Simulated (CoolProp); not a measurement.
Vapour-liquid equilibrium of propylene (1) + R114 (2) at 695 kPa; x and y are mole fractions of (1).

Model: multi-fluid Helmholtz-energy mixture model, Lemmon 2013 and Platzer 1990; pair parameters Bell 2016, in CoolProp. This equation is an older, rougher fit; its heat capacities, sound speeds and derivatives of the liquid may be far off and weren't checked against measurements.

| x | bubble temperature, mixture model (K) | bubble temperature, Raoult's law (K) | y, mixture model | y, Raoult's law |
|---|---|---|---|---|
| 0.05 | 333.6 | 334.2 | 0.173 | 0.186 |
| 0.2 | 315.9 | 319.0 | 0.532 | 0.540 |
| 0.35 | 303.5 | 307.6 | 0.719 | 0.731 |
| 0.5 | 295.1 | 298.7 | 0.820 | 0.843 |
| 0.65 | 289.2 | 291.6 | 0.884 | 0.913 |
| 0.8 | 284.6 | 285.6 | 0.934 | 0.960 |
| 0.95 | 280.4 | 280.6 | 0.982 | 0.992 |

The largest gap from Raoult's law is -4.1 K in bubble temperature, at x = 0.35. No azeotrope shows between x = 0.05 and 0.95.

The pair parameters rest on a limited set of measurements; away from them the model extrapolates.
